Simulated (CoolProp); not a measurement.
Model: reference Helmholtz-energy equation of state, Lemmon 2006, in CoolProp. It is a short technical equation, of lower accuracy than the large ones.

Q: For C3F8 (R218), give the phase and the Z, cv (kJ/(kg K)) at 249.3 K and 1.01 bar.

A: 
- 249.3 K and 1.01 bar: gas; Z 0.958, cv 0.676
